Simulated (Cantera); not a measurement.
# Dilute partial oxidation

An isothermal, constant-pressure homogeneous reactor starts with 2.31 % CH2O, 1.25 % O2, 96.4 % N2, equivalence ratio 1.8, at 1225 K and 7.60 bar.

Detailed kinetics in Cantera: GRI-Mech 3.0 (53 species, 325 reactions).

| t (s) | x CH2O | x O2 | x H2 | x NO | x CH2CO | x HO2 | x CH3 |
|---|---|---|---|---|---|---|---|
| 0.000200 | 0.00126 | 0.00637 | 0.0105 | 7.02e-11 | 2.44e-8 | 0.000104 | 1.34e-8 |
| 0.000406 | 2.44e-8 | 0.000776 | 0.00361 | 2.28e-7 | 6.59e-11 | 2.85e-6 | 1.50e-9 |
| 0.000823 | 8.49e-9 | 4.73e-5 | 0.00374 | 2.76e-7 | 5.84e-11 | 1.76e-7 | 1.01e-9 |
| 0.00167 | 3.19e-9 | 7.89e-6 | 0.00421 | 2.72e-7 | 6.22e-11 | 2.85e-8 | 8.98e-10 |
| 0.00339 | 1.49e-9 | 1.95e-6 | 0.00454 | 2.58e-7 | 6.06e-11 | 6.60e-9 | 7.70e-10 |
| 0.00687 | 8.35e-10 | 5.63e-7 | 0.00481 | 2.30e-7 | 5.23e-11 | 1.70e-9 | 6.01e-10 |
| 0.0139 | 5.53e-10 | 1.74e-7 | 0.00503 | 1.89e-7 | 3.86e-11 | 4.29e-10 | 4.11e-10 |
| 0.0283 | 4.27e-10 | 5.54e-8 | 0.00523 | 1.42e-7 | 2.42e-11 | 9.90e-11 | 2.46e-10 |
| 0.0574 | 3.71e-10 | 1.76e-8 | 0.00541 | 1.00e-7 | 1.34e-11 | 2.03e-11 | 1.34e-10 |
| 0.116 | 3.47e-10 | 5.51e-9 | 0.00558 | 6.76e-8 | 6.90e-12 | 3.71e-12 | 6.91e-11 |
| 0.236 | 3.37e-10 | 1.69e-9 | 0.00574 | 4.41e-8 | 3.42e-12 | <1e-12 | 3.47e-11 |
| 0.479 | 3.35e-10 | 5.09e-10 | 0.00589 | 2.82e-8 | 1.67e-12 | <1e-12 | 1.73e-11 |
| 0.972 | 3.37e-10 | 1.48e-10 | 0.00603 | 1.77e-8 | <1e-12 | <1e-12 | 8.61e-12 |
| 1.97 | 3.39e-10 | 4.07e-11 | 0.00617 | 1.08e-8 | <1e-12 | <1e-12 | 4.41e-12 |
| 4.00 | 3.43e-10 | 9.65e-12 | 0.00632 | 6.21e-9 | <1e-12 | <1e-12 | 2.50e-12 |
x: mole fraction; the columns are a selection and need not sum to one.

Equilibrium at this temperature and pressure: CH2O 4.01e-10, O2 <1e-12, H2 0.00941, NO 6.31e-12, CH2CO <1e-12, HO2 <1e-12, CH3 <1e-12 (gas phase only).
